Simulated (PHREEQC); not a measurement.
Make-up at 25 °C: 0.052 mol/kgw NaOH, 7.2e-05 mol/kgw NaAlO2 and 0.0055 mol/kgw K2CO3. Closed to the air; pH follows from the charge balance.

All values are PHREEQC results (ion-association model, phreeqc.dat), not measurements.

Precipitation was switched off in this run.

Order these C species by the share of C that they hold, largest first: CO3-2, HCO3-, NaCO3-.

CO3-2 (71 %), NaCO3- (29 %), HCO3- (0.20 %)

The pH is 12.61 and the ionic strength 0.0654 mol/kgw. Species that the database lacks are ignored.
